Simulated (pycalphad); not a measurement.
An equivalent pycalphad script:

```python
from pycalphad import Database, equilibrium, calculate, variables as v
import numpy as np
db = Database('COST507.tdb')
comps = ['SN', 'SI', 'VA']
phases = ['BCT_A5', 'DIAMOND_A4', 'LIQUID']
eq = equilibrium(db, comps, phases, {v.X('SI'): 0.0742, v.T: np.arange(1400, 499, -20), v.P: 101325, v.N: 1}, output=['HM', 'SM'])
```

All values are pycalphad results on the COST 507 light-alloy database (1999) (1 atm), not direct measurements. The data set is of 1999 and partly superseded. Amounts are mole fractions of atoms.

Results at three of the temperatures:

```
T = 1360.00 K, P = 101325 Pa, N = 1 mol of atoms
G = -106181 J/mol, H = 40769 J/mol, S = 108.05 J/(mol K)  (SER reference)
chemical potentials (J/mol): Sn -110765, Si -48979
phase             fraction      x(Sn)      x(Si)
LIQUID              0.9811     0.9437     0.0563
DIAMOND_A4          0.0189   3.39e-07     1.0000
```

```
T = 1040.00 K, P = 101325 Pa, N = 1 mol of atoms
G = -73400 J/mol, H = 27904 J/mol, S = 97.41 J/(mol K)  (SER reference)
chemical potentials (J/mol): Sn -76694, Si -32296
phase             fraction      x(Sn)      x(Si)
LIQUID              0.9305     0.9949     0.0051
DIAMOND_A4          0.0695    4.3e-07     1.0000
```

```
T = 860.00 K, P = 101325 Pa, N = 1 mol of atoms
G = -56370 J/mol, H = 22503 J/mol, S = 91.71 J/(mol K)  (SER reference)
chemical potentials (J/mol): Sn -58963, Si -24025
phase             fraction      x(Sn)      x(Si)
LIQUID              0.9265     0.9992   0.000752
DIAMOND_A4          0.0735   4.36e-07     1.0000
```

Changes of the phase set, refined by bisection:

```csv
T (K),phases above,phases below
1399.1,liquid,diamond (Si) + liquid
505.0,diamond (Si) + liquid,bct (Sn) + diamond (Si)
```

DIAMOND_A4 is diamond (Si).
